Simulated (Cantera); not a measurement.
A closed system holds: 1 mol CsOH, 0.066 mol H2, 0.06 mol H2O, at 39.8 Torr.

These are equilibrium values from Cantera (NASA tables, ideal gas, pure condensed phases), not measurements of a reactor. Candidate condensed phases: Cs, CsOH, H2O; 15 gas species. Equilibrium is a limit: real reactors are often held back by kinetics, nucleation or transport.

Problem. Which condensed phases are stable at each of these points (T (K)): 850, 950, 1050, 1150, 1250, 1350, 1450, 1550, 1650, 1750, 1850, 1950, 2050, 2150?

Solution. 
```csv
T (K),condensed phases,Cs condensed (%)
850,CsOH(l),98.0
950,CsOH(l),80.5
1050,gas only,0.0
1150,gas only,0.0
1250,gas only,0.0
1350,gas only,0.0
1450,gas only,0.0
1550,gas only,0.0
1650,gas only,0.0
1750,gas only,0.0
1850,gas only,0.0
1950,gas only,0.0
2050,gas only,0.0
2150,gas only,0.0
```

From 850 K to 950 K the condensed part is CsOH(l). From 1050 K to 2150 K nothing is condensed.
